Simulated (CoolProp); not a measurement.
Vapour-liquid equilibrium of R22 (1) + benzene (2) at 296.5 K; x and y are mole fractions of (1).

Model: multi-fluid Helmholtz-energy mixture model, Kamei 1995 and Thol 2012; pair parameters Bell 2016, in CoolProp.

Q: Give the bubble pressure and the first vapour's composition at x = 0.5, 0.8, 0.95. Is there an azeotrope?

A: x = 0.5: 0.4787 MPa, y = 0.983; x = 0.8: 0.7736 MPa, y = 0.995; x = 0.95: 0.9391 MPa, y = 0.999. No azeotrope shows between x = 0.05 and 0.95.

The pair parameters rest on a limited set of measurements; away from them the model extrapolates. The gap from Raoult's law changes sign with composition, which may be real or a fault of the pair parameters; it wasn't checked against measurements.
